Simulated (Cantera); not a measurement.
Cantera run, input and output.

```python
import numpy as np
import cantera as ct

gas = ct.Solution("gri30.yaml")
gas.TPX = 1548, 1000000, {'CH3OH': 0.0025, 'O2': 0.0033, 'N2': 1}
inlet = ct.Reservoir(gas, clone=True)

reactor = ct.IdealGasConstPressureReactor(gas, energy="off", clone=False)
exhaust = ct.Reservoir(gas, clone=True)
tau = [6.7, 2.6, 0.98, 0.37, 0.14, 0.054, 0.021, 0.0079, 0.003, 0.0011, 0.00044][0]
for a, b in ((inlet, reactor), (reactor, exhaust)):
    ct.MassFlowController(a, b, mdot=lambda t: reactor.mass / tau)
net = ct.ReactorNet([reactor])
show = ['CH3OH', 'O2', 'C2H4', 'H2O', 'CO2', 'NO', 'CO']

rows = []
print(f"{'tau/s':>10s}{'T/K':>9s}" + "".join(f"{s:>11s}" for s in show))
for tau in [6.7, 2.6, 0.98, 0.37, 0.14, 0.054, 0.021, 0.0079, 0.003, 0.0011, 0.00044]:
    net.initial_time = 0.0
    net.advance(30 * tau)
    before = gas.X
    net.advance(40 * tau)
    drift = np.max(np.abs(gas.X - before) / (gas.X + 1e-9))
    rows.append([gas.T, *gas[show].X, drift])
    print(f"{tau:10.3e}{gas.T:9.1f}" + "".join(f"{x:11.3e}" for x in gas[show].X))
```

It prints:

```
     tau/s      T/K      CH3OH         O2       C2H4        H2O        CO2         NO         CO
 6.700e+00   1548.0  4.686e-08  2.119e-06  1.379e-11  4.558e-03  1.987e-03  9.515e-07  4.946e-04
 2.600e+00   1548.0  7.502e-08  3.385e-06  8.732e-12  4.557e-03  1.984e-03  1.146e-06  4.970e-04
 9.800e-01   1548.0  1.235e-07  5.644e-06  5.891e-12  4.555e-03  1.980e-03  1.399e-06  5.013e-04
 3.700e-01   1548.0  2.048e-07  9.667e-06  4.743e-12  4.551e-03  1.972e-03  1.731e-06  5.088e-04
 1.400e-01   1548.0  3.418e-07  1.704e-05  5.258e-12  4.546e-03  1.959e-03  2.171e-06  5.219e-04
 5.400e-02   1548.0  5.691e-07  3.058e-05  8.461e-12  4.536e-03  1.935e-03  2.714e-06  5.451e-04
 2.100e-02   1548.0  9.525e-07  5.588e-05  1.828e-11  4.517e-03  1.892e-03  3.312e-06  5.868e-04
 7.900e-03   1548.0  1.643e-06  1.049e-04  4.914e-11  4.481e-03  1.813e-03  3.873e-06  6.648e-04
 3.000e-03   1548.0  2.865e-06  1.919e-04  1.455e-10  4.419e-03  1.676e-03  4.211e-06  7.991e-04
 1.100e-03   1548.0  5.230e-06  3.423e-04  4.844e-10  4.311e-03  1.446e-03  4.184e-06  1.023e-03
 4.400e-04   1548.0  9.447e-06  5.509e-04  1.579e-09  4.149e-03  1.149e-03  3.749e-06  1.310e-03
```

Computed with Cantera and GRI-Mech 3.0 (53 species, 325 reactions). GRI-Mech 3.0 was tuned for natural gas; its chemistry of methanol as a main component is partial and can be far from experiment.
